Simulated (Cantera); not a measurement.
Standard-state values (1 bar) from the NASA 1993 polynomials, evaluated with Cantera. Values are per mole of reaction as written; species without (g) are pure solids or liquids, kept so even where they would boil at 1 bar.

a) 2 B + O2(g) → B2O2(g)
b) 4 Al + O2(g) → 2 Al2O(g)
c) Zr + O2(g) → ZrO2(g)

Question: Order these by ΔG° at 1150 K, most negative first.

Answer: a (-485 kJ), b (-476 kJ), c (-315 kJ)
